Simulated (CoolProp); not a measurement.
Saturation properties of R1123.

Values from CoolProp's reference Helmholtz-energy equation of state, Akasaka 2020.

```csv
T (K),p (bar),liquid density (kg/m³),vapour density (kg/m³),enthalpy of vaporisation (kJ/kg),liquid cp (kJ/(kg K))
246.7,4.576,1228,20.43,198.1,1.366
253,5.721,1205,25.39,192.4,1.388
259.4,7.091,1180,31.40,186.3,1.415
265.7,8.666,1155,38.40,179.9,1.445
272,10.49,1128,46.68,173.1,1.481
278.3,12.58,1100,56.47,165.9,1.524
284.6,14.97,1070,68.07,158.0,1.577
291,17.72,1037,82.14,149.3,1.645
297.3,20.78,1003,98.83,139.8,1.733
303.6,24.23,964.2,119.2,129.2,1.854
309.9,28.09,921.0,144.6,117.0,2.034
```

It boils at 211.9 K under 1 atm.
